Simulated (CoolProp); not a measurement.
Properties of ethylbenzene along the isotherm 346.85 °C.

Model: reference Helmholtz-energy equation of state, Zhou 2012, in CoolProp.

```csv
p (bar),phase,density (kg/m³),cp (kJ/(kg K)),cv (kJ/(kg K)),isothermal compressibility (1/MPa),expansivity (1/kK),conductivity (mW/(m K))
1.15,gas,2.395,2.285,2.203,8.795,1.674,43.8
1.78,gas,3.731,2.289,2.204,5.719,1.710,43.8
2.78,gas,5.887,2.296,2.207,3.700,1.768,44.0
4.32,gas,9.298,2.307,2.211,2.422,1.865,44.1
6.73,gas,14.87,2.326,2.218,1.599,2.036,44.4
10.5,gas,24.27,2.362,2.230,1.078,2.362,44.9
16.3,gas,40.83,2.441,2.253,0.7661,3.082,45.7
25.4,gas,75.59,2.700,2.303,0.6348,5.542,47.8
39.6,supercritical,396.8,5.902,2.402,0.4058,30.15,74.0
61.6,supercritical,492.4,3.185,2.329,0.03911,5.156,76.9
96,supercritical,536.9,2.906,2.308,0.01728,2.991,81.2
149,supercritical,574.1,2.779,2.297,0.009595,2.069,85.5
233,supercritical,610.6,2.702,2.292,0.005754,1.524,90.4
362,supercritical,647.2,2.652,2.292,0.003620,1.165,96.1
```

The peak of cp marks the crossing from liquid-like to gas-like fluid above the critical point.

Thermal conductivity comes from a separate model (Mylona 2014).
